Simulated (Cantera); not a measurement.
Feed: 1 mol SiF4, 18 mol NO, 43 mol N2, equilibrated at 0.00133 bar.

Cantera equilibrium calculation (NASA polynomials, part measured and part estimated; ideal gas, pure solids and liquids). Candidate condensed phases: Si, SiO2, Si2N2O, Si3N4; 28 gas species. The tables' values for SiF3, SiO2 are old estimates; treat these amounts as uncertain. Kinetics and transport are ignored.

Question: At 1925 K, list the 5 most abundant gas species with their mole fractions, and the condensed phases.

Answer: N2 0.834, O2 0.140, SiF4 0.0158, NO 0.00520, O 0.00377. Condensed: gas only.
